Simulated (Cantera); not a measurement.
# Stirred combustor or abatement burner

A perfectly stirred reactor is fed with 11.8 % CH₄, 0.450 % H₂, 18.3 % O₂, 69.1 % N₂, 0.225 % H₂O, at 12800 Torr; it is adiabatic with a 500 K inlet, and is followed from long to short residence time, starting on the burning branch (τ in s: 0.025, 0.013, 0.0065, 0.0033, 0.0017, 0.00088, 0.00045, 0.00023, 0.00012, 6.1e-05, 3.1e-05, 1.6e-05).

Model: GRI-Mech 3.0 (53 species, 325 reactions), integrated in Cantera. The pressure lies above the range GRI-Mech 3.0 was tuned for (to about 10 atm).

```csv
τ (s),T (K),x CH₄,x H₂,x O₂,x N₂O,x CO
0.025,2197,0.000160,0.0432,6.26e-5,1.21e-8,0.0616
0.013,2197,0.000276,0.0429,0.000114,1.55e-8,0.0614
0.0065,2197,0.000480,0.0424,0.000218,2.06e-8,0.0610
0.0033,2196,0.000788,0.0415,0.000407,2.65e-8,0.0605
0.0017,2194,0.00121,0.0403,0.000745,3.27e-8,0.0596
0.00088,2190,0.00176,0.0388,0.00134,3.87e-8,0.0586
0.00045,2180,0.00247,0.0369,0.00241,4.51e-8,0.0576
0.00023,2161,0.00342,0.0349,0.00436,5.38e-8,0.0570
0.00012,2123,0.00489,0.0329,0.00804,7.09e-8,0.0571
6.1e-5,1982,0.0102,0.0296,0.0218,1.50e-7,0.0588
3.1e-5,500,0.118,0.00450,0.183,<1e-12,<1e-12
1.6e-5,500,0.118,0.00450,0.183,<1e-12,<1e-12
```
x: mole fraction; the columns are a selection and need not sum to one.
